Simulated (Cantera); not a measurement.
Input (Python, Cantera) and output of one run.

```python
import numpy as np
import cantera as ct

gas_names = [...]  # 114 gases of nasa_gas.yaml made of C, Fe, H, O
cond_names = """
    C(gr) C6H6(L) C7H8(L) C8H18(L),n-octa Fe(a) Fe(c) Fe(d) Fe(L) FeC5O5(L) FeO(s) FeO(L) Fe(OH)2(s)
    Fe(OH)3(s) Fe2O3(s) Fe3O4(s) H2O(s) H2O(L)
""".split()


# ... load() reads the species with a 1 bar reference pressure and builds the phases ...
atoms = {
    'Fe2O3': {'Fe': 2, 'O': 3},
    'CO': {'C': 1, 'O': 1},
    'H2': {'H': 2},
}
top_T = {'C(gr)': 4500, 'Fe2O3(s)': 1830, 'Fe3O4(s)': 1870}  # K; cautious upper limits of use, not melting points


# ... equilibrate(T, P, feed) seeds the gas with the atoms and calls Mixture.equilibrate('TP', solver="vcs", rtol=1e-11, max_steps=5000) ...
results = []
feed = {'Fe2O3': 1, 'CO': 1.6, 'H2': 0.12}  # mol
P = 100000  # Pa
for T in [1198, 1248, 1298, 1348, 1398, 1448, 1498, 1548, 1598, 1648, 1698, 1748, 1798]:
    mix = equilibrate(T, P, feed)
    results.append((T, P, feed, dict(zip(mix.species_names, mix.species_moles))))

top = {s: max(r[3][s] / sum(r[3][g] for g in gas_names) for r in results) for s in gas_names}
cols = sorted((s for s in top if top[s] > 1e-06), key=lambda s: -top[s])[:9]
seen = [c for c in cond_names if any(r[3].get(c, 0) > 1e-12 for r in results)]
print("log10 of partial pressures in bar; condensed amounts in mol")
print(f"{'T/K':>10s}" + "".join(f"{s[:9]:>10s}" for s in cols + seen))
for T, P, feed, n in results:
    ng = sum(n[g] for g in gas_names)
    print(f"{T:10.4g}" + "".join(f"{np.log10(max(n[s] / ng * P / 1e5, 1e-99)):10.3f}" for s in cols)
          + "".join(f"{n.get(c, 0):10.4g}" for c in seen))
```

It prints:

```
log10 of partial pressures in bar; condensed amounts in mol
       T/K       CO2        CO       H2O        H2         H        OH   Fe(OH)2        Fe    FeO(s)    FeO(L)
      1198    -0.271    -0.404    -1.343    -1.612    -7.527    -9.361    -7.731   -11.161         2         0
      1248    -0.272    -0.402    -1.326    -1.648    -7.155    -8.823    -7.398   -10.475         2         0
      1298    -0.274    -0.400    -1.310    -1.681    -6.811    -8.328    -7.092    -9.843         2         0
      1348    -0.275    -0.399    -1.298    -1.713    -6.492    -7.870    -6.810    -9.260         2         0
      1398    -0.276    -0.397    -1.287    -1.743    -6.196    -7.445    -6.550    -8.719         2         0
      1448    -0.277    -0.396    -1.277    -1.771    -5.921    -7.050    -6.309    -8.218         2         0
      1498    -0.278    -0.395    -1.269    -1.798    -5.664    -6.682    -6.085    -7.750         2         0
      1548    -0.278    -0.394    -1.262    -1.823    -5.423    -6.338    -5.877    -7.314         2         0
      1598    -0.279    -0.393    -1.256    -1.846    -5.197    -6.016    -5.682    -6.907         2         0
      1648    -0.280    -0.392    -1.250    -1.869    -4.985    -5.714    -5.501    -6.525         2         0
      1698    -0.280    -0.392    -1.245    -1.889    -4.785    -5.429    -5.352    -6.188         0         2
      1748    -0.281    -0.391    -1.241    -1.909    -4.596    -5.162    -5.213    -5.873         0         2
      1798    -0.281    -0.391    -1.237    -1.928    -4.417    -4.909    -5.083    -5.575         0         2
```

Cantera equilibrium calculation (NASA polynomials, part measured and part estimated; ideal gas, pure solids and liquids). The tables' stoichiometric FeO is somewhat more stable than real wüstite, so its field is too wide. FeO: taken at fixed stoichiometry.
